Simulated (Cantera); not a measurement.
Charge: 1 mol (CH3)2SiCl2, 2.5 mol CH4, 170 mol H2, held at 2423 K and 0.590 bar.

Cantera equilibrium calculation (NASA polynomials, part measured and part estimated; ideal gas, pure solids and liquids). The feed counts by its element totals alone. The tables' values for SiCl are old estimates; treat these amounts as uncertain. Gases not in the tables: Si2H6 and higher silanes. The numbers say what is thermodynamically allowed, not how fast it happens.

| species | before | after |
|---|---|---|
| H2 | 0.957 | 0.952 |
| H | 0.0226 | 0.0225 |
| HCl | 0.0107 | 0.0161 |
| Cl | 0.000180 | 0.000272 |
| Si | 0.000882 | 0.000882 |
| SiCl2 | 3.76e-5 | 8.54e-5 |
| SiCl | 4.09e-5 | 6.17e-5 |
| CH4 | 9.23e-5 | 9.12e-5 |
| CH3 | 3.98e-5 | 3.95e-5 |
| C2H2 (acetylene) | 0.00741 | 0.00737 |
| SiH2 | 0.000146 | 0.000145 |
| C(graphite), mol | 0.988 | 0.0298 |
| SiC(s), mol | 0.692 | 0.681 |
Gas species are given as mole fractions.

Question: Which change was made?
A. temperature from 2423 K to 2298 K
B. temperature from 2423 K to 2575 K
C. pressure from 0.590 bar to 0.00160 bar
D. (CH3)2SiCl2 replaced by CH3SiCl3

Answer: D, (CH3)2SiCl2 replaced by CH3SiCl3
